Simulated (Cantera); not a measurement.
## Equilibrium for carbothermic reduction: MgO + CH4 + H2 + C

A closed system holds: 1 mol MgO, 0.66 mol CH4, 0.36 mol H2, 3.8 mol C, at 0.133 bar.

Equilibrium computed with Cantera from the NASA thermochemical tables; the gas is ideal and each condensed phase is pure. Candidate condensed phases: C, C6H6, C7H8, C8H18, H2O, Mg, MgCO3, MgO, Mg(OH)2; 116 gas species. The tables' values for MgH are old estimates; treat these amounts as uncertain. The numbers say what is thermodynamically allowed, not how fast it happens.

| T (K) | x H2 | x CO | x Mg | x H | x C2H2 (acetylene) | x MgH | x CH4 | n C(graphite) |
|---|---|---|---|---|---|---|---|---|
| 1898 | 0.455 | 0.272 | 0.271 | 0.00144 | 0.000171 | 0.000969 | 1.56e-5 | 3.46 |
| 1948 | 0.454 | 0.272 | 0.271 | 0.00209 | 0.000245 | 0.00100 | 1.35e-5 | 3.46 |
| 1998 | 0.454 | 0.271 | 0.270 | 0.00296 | 0.000344 | 0.00103 | 1.17e-5 | 3.46 |
| 2048 | 0.453 | 0.271 | 0.270 | 0.00413 | 0.000475 | 0.00106 | 1.02e-5 | 3.46 |
| 2098 | 0.451 | 0.271 | 0.270 | 0.00566 | 0.000644 | 0.00109 | 9.01e-6 | 3.46 |
| 2148 | 0.450 | 0.271 | 0.270 | 0.00766 | 0.000861 | 0.00112 | 7.96e-6 | 3.45 |
| 2198 | 0.448 | 0.271 | 0.269 | 0.0102 | 0.00113 | 0.00114 | 7.05e-6 | 3.45 |
| 2248 | 0.445 | 0.270 | 0.269 | 0.0134 | 0.00147 | 0.00117 | 6.27e-6 | 3.45 |
| 2298 | 0.442 | 0.270 | 0.268 | 0.0174 | 0.00189 | 0.00119 | 5.59e-6 | 3.45 |
| 2348 | 0.437 | 0.269 | 0.268 | 0.0224 | 0.00239 | 0.00121 | 4.98e-6 | 3.44 |
| 2398 | 0.433 | 0.268 | 0.267 | 0.0284 | 0.00299 | 0.00122 | 4.45e-6 | 3.44 |
x: gas mole fraction; n: condensed amount in mol.

From 1898 K to 2398 K the condensed part is C(graphite). The main Mg-bearing gas is Mg throughout.
